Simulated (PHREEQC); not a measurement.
Consider water at 90 °C with 0.011 mol/kgw HCl, 0.00285 mol/kgw ZnSO4 and 0.0395 mol/kgw CuCl2. Closed to the air; pH follows from the charge balance.

The numbers come from PHREEQC with the ion-association model, phreeqc.dat.

This is a speciation only: nothing precipitates in the calculation.

Task: Order these Cl species by the share of Cl that they hold, largest first: ZnCl+, ZnCl2, CuCl+, Cl-, CuCl2.

Result: Cl- (77 %), CuCl+ (20 %), CuCl2 (1.5 %), ZnCl+ (1.2 %), ZnCl2 (0.12 %)

The pH is 2.11 and the ionic strength 0.0947 mol/kgw. At this temperature some constants are extrapolated from 25 °C, and those without enthalpy data are left unchanged.
